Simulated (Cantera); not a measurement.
A closed system holds: 1 mol SiC, 0.9 mol H2, at 1500 °C.

Method: chemical equilibrium by Gibbs-energy minimisation in Cantera with the NASA 1993 tables (ideal gas, pure condensed phases). Candidate condensed phases: C, C6H6, C7H8, C8H18, Si, SiC; 87 gas species. Mutual solubility and eutectic melting of coexisting phases are not modelled. Gases not in the tables: Si2H6 and higher silanes. The numbers say what is thermodynamically allowed, not how fast it happens.

x: gas mole fraction; n: condensed amount in mol.

| P (Pa) | x H2 | x H | x Si | x CH4 | n C(graphite) | n SiC(s) | n Si(l) |
|---|---|---|---|---|---|---|---|
| 1 | 0.909 | 0.0859 | 0.00454 | 6.97e-9 | 0.00405 | 0.996 | 0 |
| 16 | 0.977 | 0.0223 | 0.000284 | 1.29e-7 | 0 | 1.000 | 0 |
| 250 | 0.994 | 0.00568 | 4.40e-5 | 8.58e-7 | 0 | 1.000 | 0 |
| 4000 | 0.999 | [?] | [?] | [?] | 0 | 1.000 | 0 |
| 63000 | 1.000 | [?] | [?] | [?] | 0 | 1.000 | 0 |
| 1000000 | 1.000 | 9.01e-5 | 2.13e-7 | 0.000179 | 0 | 1.000 | 0.000128 |

### Question
Some entries are withheld; supply them.

### Answer

- 4000, x H: 0.00142
- 4000, x Si: 7.21e-6
- 4000, x CH4: 5.29e-6
- 63000, x H: 0.000359
- 63000, x Si: 2.03e-6
- 63000, x CH4: 1.88e-5
